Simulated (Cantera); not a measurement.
What does this Cantera script print?

```python
import numpy as np
import cantera as ct

gas = ct.Solution("SiF4_NH3_mec.yaml", "gas")
gas.TPX = 2125, 6500, {'NH3': 1, 'H2': 12}
reactor = ct.IdealGasConstPressureReactor(gas, energy="off", clone=False)
net = ct.ReactorNet([reactor])
net.rtol, net.atol = 1e-08, 1e-18
show = ['NH3', 'H2', 'N2H4', 'NH', 'H']
times = np.geomspace(9e-06, 100, 15)

steps = ct.SolutionArray(gas, extra=["t"])
rows = []
print(f"{'t/s':>10s}{'T/K':>9s}{'P/Pa':>11s}" + "".join(f"{s:>11s}" for s in show))
for t in times:
    while net.time < t:
        t_next = net.step()
        steps.append(gas.state, t=t_next)
    rows.append([np.interp(t, steps.t, y) for y in (steps.T, steps.P, *steps(*show).X.T)])
    print(f"{t:10.3e}{rows[-1][0]:9.1f}{rows[-1][1]:11.4g}" + "".join(f"{x:11.3e}" for x in rows[-1][2:]))
rate = np.gradient(steps.T, steps.t)
print("integrator steps:", len(steps.t))
if steps.T.max() > steps.T[0] + 200:
    print(f"time of steepest temperature rise: {steps.t[rate.argmax()]:.4e} s")
gas.TPX = 2125, 6500, {'NH3': 1, 'H2': 12}
gas.equilibrate("TP")
print(f"equilibrium (TP): T = {gas.T:.1f} K  " + "  ".join(f"{s} {gas[s].X[0]:.3e}" for s in show))
```

Output:

```
       t/s      T/K       P/Pa        NH3         H2       N2H4         NH          H
 9.000e-06   2125.0       6500  7.692e-02  9.231e-01  8.771e-15  4.737e-11  2.924e-06
 2.868e-05   2125.0       6500  7.692e-02  9.231e-01  7.627e-14  6.281e-10  9.631e-06
 9.136e-05   2125.0       6500  7.691e-02  9.230e-01  7.356e-13  7.023e-09  3.099e-05
 2.911e-04   2125.0       6500  7.689e-02  9.230e-01  7.328e-12  7.331e-08  9.897e-05
 9.275e-04   2125.0       6500  7.683e-02  9.228e-01  7.319e-11  7.421e-07  3.142e-04
 2.955e-03   2125.0       6500  7.655e-02  9.222e-01  6.579e-10  6.675e-06  9.468e-04
 9.416e-03   2125.0       6500  7.430e-02  9.226e-01  1.869e-09  1.939e-05  1.648e-03
 3.000e-02   2125.0       6500  6.561e-02  9.272e-01  1.633e-09  1.921e-05  1.753e-03
 9.558e-02   2125.0       6500  4.410e-02  9.385e-01  9.731e-10  1.712e-05  2.038e-03
 3.045e-01   2125.0       6500  1.120e-02  9.548e-01  1.728e-10  1.211e-05  3.441e-03
 9.703e-01   2125.0       6500  5.441e-05  9.511e-01  6.108e-14  9.012e-07  1.336e-02
 3.092e+00   2125.0       6500  5.302e-06  9.506e-01  6.353e-16  9.629e-08  1.398e-02
 9.851e+00   2125.0       6500  1.365e-06  9.506e-01  4.211e-17  2.479e-08  1.398e-02
 3.139e+01   2125.0       6500  4.309e-07  9.506e-01  4.213e-18  7.827e-09  1.398e-02
 1.000e+02   2125.0       6500  2.065e-07  9.506e-01  9.795e-19  3.751e-09  1.398e-02
integrator steps: 1498
equilibrium (TP): T = 2125.0 K  NH3 1.872e-07  H2 9.506e-01  N2H4 8.079e-19  NH 3.400e-09  H 1.398e-02
```

Model: the gas-phase N/H chemistry of the illustrative SiF4/NH3 mechanism in the Surface Chemkin manual (1991), integrated in Cantera. Walls and surfaces, which speed up NH3 decomposition in real reactors, are not modelled.
